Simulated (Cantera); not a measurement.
A closed system holds: 1 mol (CH₃)₂SiCl₂, 0.37 mol C₃H₈, 300 mol H₂, held at 1175 K and 8.30 mbar.

Equilibrium computed with Cantera from the NASA thermochemical tables; the gas is ideal and each condensed phase is pure. Candidate condensed phases: C, C₆H₆, C₇H₈, C₈H₁₈, Si, SiC; 109 gas species. The feed counts by its element totals alone. Rates play no part.

Base state: H₂ 0.993, HCl 0.00655, CH₄ 0.000157 (mole fractions); condensed: C(graphite) + SiC(s).

Task: What changes in the equilibrium state with this change: (CH₃)₂SiCl₂ replaced by Si(CH₃)₄?

Result: 
| species | before | after |
|---|---|---|
| H₂ | 0.993 | 1.000 |
| CH₄ | 0.000157 | 0.000159 |
| HCl | 0.00655 | 0 |
| C(graphite), mol | 2.06 | 4.06 |
| SiC(s), mol | 1.000 | 1.00 |
